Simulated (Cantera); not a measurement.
An adiabatic, constant-volume homogeneous reactor starts with C₃H₈ : O₂ : N₂ = 1 : 5 : 14 (molar parts), at 1275 K and 1.00 atm. Integrator tolerance rtol = 1e-08.

Detailed kinetics in Cantera: GRI-Mech 3.0 (53 species, 325 reactions). GRI-Mech 3.0 was tuned for natural gas; its chemistry of propane as a main component is partial and can be far from experiment. Above 3000 K some thermodynamic fits are extrapolated.

What does this change do: C3H8 1 to 0.32 parts?


```tsv
quantity	before	after
time of steepest temperature rise	1.16 ms	1.03 ms
temperature at 0.300 s	2989 K	2316 K
equilibrium temperature	2989 K	2316 K
x(C₃H₈) at 0.300 s	<1e-12 (gas-phase equilibrium <1e-12)	<1e-12 (gas-phase equilibrium <1e-12)
x(O₂) at 0.300 s	0.0289 (gas-phase equilibrium 0.0289)	0.164 (gas-phase equilibrium 0.164)
x(CH₂CO) at 0.300 s	<1e-12 (gas-phase equilibrium <1e-12)	<1e-12 (gas-phase equilibrium <1e-12)
x(N₂O) at 0.300 s	1.26e-6 (gas-phase equilibrium 1.26e-6)	9.77e-7 (gas-phase equilibrium 9.77e-7)
x(C₂H₂) at 0.300 s	<1e-12 (gas-phase equilibrium <1e-12)	<1e-12 (gas-phase equilibrium <1e-12)
x(NO₂) at 0.300 s	5.47e-6 (gas-phase equilibrium 5.47e-6)	1.80e-5 (gas-phase equilibrium 1.80e-5)
x(H) at 0.300 s	0.0136 (gas-phase equilibrium 0.0136)	0.000123 (gas-phase equilibrium 0.000123)
```

What does this change do: initial temperature 1275 to 1598 K?


| quantity | before | after |
|---|---|---|
| time of steepest temperature rise | 1.16 ms | 28.0 µs |
| temperature at 0.300 s | 2989 K | 3054 K |
| equilibrium temperature | 2989 K | 3054 K |
| x(C₃H₈) at 0.300 s | <1e-12 (gas-phase equilibrium <1e-12) | <1e-12 (gas-phase equilibrium <1e-12) |
| x(O₂) at 0.300 s | 0.0289 (gas-phase equilibrium 0.0289) | 0.0317 (gas-phase equilibrium 0.0317) |
| x(CH₂CO) at 0.300 s | <1e-12 (gas-phase equilibrium <1e-12) | <1e-12 (gas-phase equilibrium <1e-12) |
| x(N₂O) at 0.300 s | 1.26e-6 (gas-phase equilibrium 1.26e-6) | 1.28e-6 (gas-phase equilibrium 1.28e-6) |
| x(C₂H₂) at 0.300 s | <1e-12 (gas-phase equilibrium <1e-12) | <1e-12 (gas-phase equilibrium <1e-12) |
| x(NO₂) at 0.300 s | 5.47e-6 (gas-phase equilibrium 5.47e-6) | 5.59e-6 (gas-phase equilibrium 5.59e-6) |
| x(H) at 0.300 s | 0.0136 (gas-phase equilibrium 0.0136) | 0.0199 (gas-phase equilibrium 0.0199) |

What does this change do: pressure from 1.00 atm to 28.6 atm?


```json
[
 {"quantity": "time of steepest temperature rise", "before": "1.16 ms", "after": "0.172 ms"},
 {"quantity": "temperature at 0.300 s", "before": "2989 K", "after": "3319 K"},
 {"quantity": "equilibrium temperature", "before": "2989 K", "after": "3319 K"},
 {"quantity": "x(C₃H₈) at 0.300 s", "before": "<1e-12 (gas-phase equilibrium <1e-12)", "after": "<1e-12 (gas-phase equilibrium <1e-12)"},
 {"quantity": "x(O₂) at 0.300 s", "before": "0.0289 (gas-phase equilibrium 0.0289)", "after": "0.0199 (gas-phase equilibrium 0.0199)"},
 {"quantity": "x(CH₂CO) at 0.300 s", "before": "<1e-12 (gas-phase equilibrium <1e-12)", "after": "<1e-12 (gas-phase equilibrium <1e-12)"},
 {"quantity": "x(N₂O) at 0.300 s", "before": "1.26e-6 (gas-phase equilibrium 1.26e-6)", "after": "8.76e-6 (gas-phase equilibrium 8.76e-6)"},
 {"quantity": "x(C₂H₂) at 0.300 s", "before": "<1e-12 (gas-phase equilibrium <1e-12)", "after": "<1e-12 (gas-phase equilibrium <1e-12)"},
 {"quantity": "x(NO₂) at 0.300 s", "before": "5.47e-6 (gas-phase equilibrium 5.47e-6)", "after": "2.47e-5 (gas-phase equilibrium 2.47e-5)"},
 {"quantity": "x(H) at 0.300 s", "before": "0.0136 (gas-phase equilibrium 0.0136)", "after": "0.00504 (gas-phase equilibrium 0.00504)"}
]
```
The pressure lies above the range GRI-Mech 3.0 was tuned for (to about 10 atm).
